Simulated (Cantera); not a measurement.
Feed: 1 mol C2H6, 0.59 mol NH3, 16 mol H2, at 0.0133 bar.

These are equilibrium values from Cantera (NASA tables, ideal gas, pure condensed phases), not measurements of a reactor. Candidate condensed phases: C, C6H6, C7H8, C8H18; 92 gas species. Equilibrium is a limit: real reactors are often held back by kinetics, nucleation or transport. All values below are at 923 K.

Base state: H2 0.982, N2 0.0147, CH4 0.00299 (mole fractions); condensed: C(graphite).

Problem. What changes in the equilibrium state with this change: NH3 from 0.59 to 0.048 mol?

Solution. 
```tsv
species	before	after
H2	0.982	0.996
CH4	0.00299	0.00307
N2	0.0147	0.00126
C(graphite), mol	1.94	1.94
```
